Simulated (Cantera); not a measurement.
## Thermodynamics of halide evaporation, hydrolysis and transport, feed PbI2 + N2

Charge: 1 mol PbI2, a varied amount of N2, at 2175 K and 75.0 Torr.

These are equilibrium values from Cantera (NASA tables, ideal gas, pure condensed phases), not measurements of a reactor. Candidate condensed phases: I2, Pb, PbI2; 9 gas species. Rates play no part.

```csv
n(N2) (mol),x N2,x I,x Pb,x PbI,x PbI2,x I2,x Pb2,x N
0.9,0.239,0.495,0.232,0.0324,0.00130,0.000333,1.90e-5,1.42e-8
1.2,0.294,0.460,0.216,0.0281,0.00105,0.000287,1.66e-5,1.58e-8
1.6,0.357,0.420,0.199,0.0236,0.000801,0.000240,1.40e-5,1.74e-8
2.1,0.420,0.379,0.180,0.0193,0.000593,0.000195,1.15e-5,1.89e-8
2.8,0.491,0.334,0.160,0.0151,0.000407,0.000152,9.04e-6,2.04e-8
3.7,0.559,0.290,0.139,0.0114,0.000268,0.000114,6.88e-6,2.18e-8
4.9,0.626,0.247,0.119,0.00830,0.000166,8.25e-5,5.04e-6,2.30e-8
6.5,0.688,0.206,0.1000,0.00581,9.67e-5,5.74e-5,3.54e-6,2.42e-8
8.7,0.747,0.168,0.0819,0.00388,5.25e-5,3.81e-5,2.38e-6,2.52e-8
12,0.802,0.131,0.0644,0.00239,2.53e-5,2.34e-5,1.47e-6,2.61e-8
```
x: gas mole fraction; nothing condenses.

From 0.9 mol N2 to 12 mol N2 nothing is condensed. The main Pb-bearing gas is Pb throughout.
